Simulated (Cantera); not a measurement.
Input: 1 mol c-C4F8, 0.048 mol HCl, 0.21 mol H2, held at 2098 K and 0.00370 bar.

Method: chemical equilibrium by Gibbs-energy minimisation in Cantera with the NASA 1993 tables (ideal gas, pure condensed phases). The feed counts by its element totals alone. Gases not in the tables: C2F6 and larger saturated fluorocarbons. Equilibrium is a limit: real reactors are often held back by kinetics, nucleation or transport.

```csv
species,before,after
HF,0.148,0.490
H2,<1e-9,0.472
H,1.54e-6,0.0348
CF4,0.420,<1e-9
CF2,0.257,5.54e-9
CF3,0.0115,<1e-9
F,0.148,2.17e-5
Cl,0.0151,0.000151
C2H2 (acetylene),<1e-9,0.000673
CClF3,1.42e-5,<1e-9
ClF,1.33e-5,<1e-9
CF,0.00109,1.59e-7
HCl,1.23e-5,0.00279
"C(graphite), mol",1.81,3.98
```
Gas species are given as mole fractions.

### Question
Which change was made?
(A) HCl from 0.048 to 2.7 mol
(B) temperature from 2098 K to 1623 K
(C) H2 from 0.21 to 12 mol
(D) temperature from 2098 K to 1725 K

### Answer
C, H2 from 0.21 to 12 mol
